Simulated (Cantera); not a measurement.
Equilibrium for aluminium nitride and oxide growth: AlI₃ + N₂ + H₂O + NH₃

A closed system holds: 1 mol AlI₃, 0.83 mol N₂, 0.58 mol H₂O, 0.0011 mol NH₃, held at 28.0 Pa.

Method: chemical equilibrium by Gibbs-energy minimisation in Cantera with the NASA 1993 tables (ideal gas, pure condensed phases). Candidate condensed phases: Al, AlI₃, AlN, Al₂O₃, H₂O, I₂; 41 gas species. The tables' values for AlOH are old estimates; treat these amounts as uncertain. The numbers say what is thermodynamically allowed, not how fast it happens.

| T (K) | x I | x N₂ | x AlI | x H₂ | x H | x HI | n Al₂O₃(s) |
|---|---|---|---|---|---|---|---|
| 1573 | 0.535 | 0.189 | 0.139 | 0.128 | 0.000869 | 0.00775 | 0.193 |
| 1598 | 0.536 | 0.189 | 0.139 | 0.128 | 0.00114 | 0.00701 | 0.193 |
| 1623 | 0.536 | 0.189 | 0.139 | 0.128 | 0.00148 | 0.00636 | 0.193 |
| 1648 | 0.536 | 0.189 | 0.139 | 0.128 | 0.00191 | 0.00578 | 0.193 |
| 1673 | 0.537 | 0.188 | 0.138 | 0.128 | 0.00244 | 0.00527 | 0.193 |
| 1698 | 0.537 | 0.188 | 0.138 | 0.128 | 0.00309 | 0.00482 | 0.193 |
| 1723 | 0.537 | 0.188 | 0.137 | 0.128 | 0.00389 | 0.00441 | 0.193 |
| 1748 | 0.538 | 0.188 | 0.136 | 0.127 | 0.00487 | 0.00405 | 0.193 |
| 1773 | 0.538 | 0.187 | 0.135 | 0.126 | 0.00604 | 0.00372 | 0.193 |
| 1798 | 0.539 | 0.187 | 0.134 | 0.126 | 0.00746 | 0.00342 | 0.192 |
| 1823 | 0.539 | 0.187 | 0.131 | 0.124 | 0.00913 | 0.00315 | 0.192 |
| 1848 | 0.540 | 0.186 | 0.128 | 0.123 | 0.0111 | 0.00291 | 0.191 |
x: gas mole fraction; n: condensed amount in mol.

From 1573 K to 1848 K the condensed part is Al₂O₃(s). The main Al-bearing gas is AlI throughout.
